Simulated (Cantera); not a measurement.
A perfectly stirred reactor is fed with H2 : O2 = 0.095 : 1 (molar parts), equivalence ratio 0.048, at 10.00 Torr; it is held at 1125 K, and followed from long to short residence time.

Detailed kinetics in Cantera: GRI-Mech 3.0 (53 species, 325 reactions). Radical loss at walls, strong at low pressure, is not modelled. The temperature is held fixed by assumption; the heat of reaction is taken as removed at once.

x: mole fraction; the columns are a selection and need not sum to one.

```
τ (s)        x H2   x O2   x H2O    x HO2        x OH       x H
-------  --------  -----  ------  -------  ----------  --------
11        8.04e-5  0.909  0.0903  1.27e-6  (withheld)   2.73e-5
4.0      0.000151  0.908  0.0901  1.91e-6  (withheld)   7.47e-5
1.4      0.000286  0.907  0.0897  2.77e-6  (withheld)  0.000211
0.50     0.000529  0.905  0.0889  3.74e-6  (withheld)  0.000573
0.18     0.000964  0.901  0.0875  4.75e-6  (withheld)   0.00150
0.063     0.00177  0.894  0.0847  5.68e-6  (withheld)   0.00378
0.022     0.00323  0.885  0.0798  6.32e-6  (withheld)   0.00836
0.0079    0.00588  0.875  0.0725  6.61e-6  (withheld)    0.0147
0.0028     0.0114  0.871  0.0630  6.60e-6  (withheld)    0.0201
0.0010     0.0234  0.875  0.0499  6.24e-6  (withheld)    0.0208
0.00035    0.0491  0.890  0.0282  5.21e-6  (withheld)    0.0133
```

Question: Complete the blanks.

Answer: 
- 11, x OH: 0.000473
- 4.0, x OH: 0.000665
- 1.4, x OH: 0.000947
- 0.50, x OH: 0.00134
- 0.18, x OH: 0.00188
- 0.063, x OH: 0.00263
- 0.022, x OH: 0.00357
- 0.0079, x OH: 0.00461
- 0.0028, x OH: 0.00571
- 0.0010, x OH: 0.00652
- 0.00035, x OH: 0.00554
